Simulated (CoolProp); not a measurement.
Vapour-liquid equilibrium of R1234yf (1) + R1234ze(E) (2) at 200.6 K; x and y are mole fractions of (1).

Model: multi-fluid Helmholtz-energy mixture model, Lemmon 2022 and Thol 2016; pair parameters Bell 2022, in CoolProp.

| x | bubble pressure (bar) | y at the bubble point | dew pressure at overall composition x (bar) | liquid density (mol/L) |
|---|---|---|---|---|
| 0.05 | 0.04839 | 0.105 | 0.04688 | 12.54 |
| 0.125 | 0.05242 | 0.237 | 0.04897 | 12.50 |
| 0.2 | 0.05625 | 0.348 | 0.05123 | 12.47 |
| 0.275 | 0.05994 | 0.443 | 0.05368 | 12.43 |
| 0.35 | 0.06352 | 0.526 | 0.05634 | 12.40 |
| 0.425 | 0.06702 | 0.600 | 0.05923 | 12.36 |
| 0.5 | 0.07048 | 0.668 | 0.06237 | 12.32 |
| 0.575 | 0.07392 | 0.729 | 0.06580 | 12.29 |
| 0.65 | 0.07734 | 0.786 | 0.06955 | 12.25 |
| 0.725 | 0.08077 | 0.838 | 0.07367 | 12.21 |
| 0.8 | 0.08421 | 0.887 | 0.07824 | 12.18 |
| 0.875 | 0.08765 | 0.932 | 0.08334 | 12.14 |
| 0.95 | 0.09112 | 0.974 | 0.08911 | 12.10 |

No azeotrope shows between x = 0.05 and 0.95.

Pair parameters are fitted to limited data, so mixtures are less certain than the pure fluids.
